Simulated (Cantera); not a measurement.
Feed: 1 mol Si₃N₄, 1.6 mol N₂O, 5.7 mol N₂, 1.9 mol H₂O, at 1.70e-6 bar.

These are equilibrium values from Cantera (NASA tables, ideal gas, pure condensed phases), not measurements of a reactor. Candidate condensed phases: H₂O, Si, SiO₂, Si₂N₂O, Si₃N₄; 35 gas species. The tables hold silica as quartz up to 1696 K and as liquid above; real silica turns to tridymite and cristobalite and melts near 1996 K. The numbers say what is thermodynamically allowed, not how fast it happens. All values below are at 1100 °C.

Base state: N₂ 0.679, SiO 0.182, H₂ 0.138, H 0.000949, H₂O 1.37e-5 (mole fractions); condensed: SiO₂(β-quartz).

Question: What changes in the equilibrium state with this change: Si₃N₄ replaced by SiC?

Answer: 
```csv
species,before,after
N₂,0.679,0.715
H₂,0.138,0.148
CO,0,0.0871
SiO,0.182,6.98e-5
H₂O,1.37e-5,0.0381
CO₂,0,0.0109
H,0.000949,0.000981
"SiO₂(β-quartz), mol",0.500,0.999
```
Further candidate phases: C, C₆H₆, C₇H₈, C₈H₁₈, SiC.

Question: What changes in the equilibrium state with this change: Si₃N₄ replaced by Si?

Answer: 
```
species                before     after
-------------------  --------  --------
N₂                      0.679     0.793
H₂O                   1.37e-5     0.163
H₂                      0.138    0.0432
SiO                     0.182   4.78e-6
OH                    1.68e-9   3.57e-5
H                    0.000949  0.000531
SiO₂(β-quartz), mol     0.500     1.000
```
